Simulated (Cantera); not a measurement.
A freely propagating, adiabatic, planar premixed flame of CH4 : O2 : N2 = 1 : 2.04 : 7.67 (molar parts), unburnt at 550 K and 1.00 atm; mixture-averaged transport, grid criteria slope 0.08 and curve 0.16, no radiation.

Detailed kinetics in Cantera: GRI-Mech 3.0 (53 species, 325 reactions). Burning velocities carry a grid error of a few per cent, more on coarse grids.

**Question.** How do the results move with these cheaper or finer settings: unity-Lewis-number transport; multicomponent transport; multicomponent+Soret transport; grid criteria slope 0.5, curve 1; grid criteria slope 0.25, curve 0.5; grid criteria slope 0.03, curve 0.06?

**Answer.** 
```
setting                               laminar burning velocity  thermal thickness  peak x(H2)  peak x(CO)  grid points
------------------------------------  ------------------------  -----------------  ----------  ----------  -----------
as above                                              109 cm/s           0.343 mm      0.0219      0.0512          148
unity-Lewis-number transport                         80.2 cm/s           0.389 mm      0.0216      0.0459          132
multicomponent transport                              109 cm/s           0.348 mm      0.0220      0.0514          148
multicomponent+Soret transport                        108 cm/s           0.348 mm      0.0209      0.0510          148
grid criteria slope 0.5, curve 1                      118 cm/s           0.374 mm      0.0221      0.0512           42
grid criteria slope 0.25, curve 0.5                   113 cm/s           0.355 mm      0.0221      0.0512           57
grid criteria slope 0.03, curve 0.06                  107 cm/s           0.340 mm      0.0217      0.0511          352
```
The base run took roughly 14 core-seconds.
Unity Lewis numbers drop preferential diffusion, which matters most where H2 and H carry the flame; Soret adds thermal diffusion.
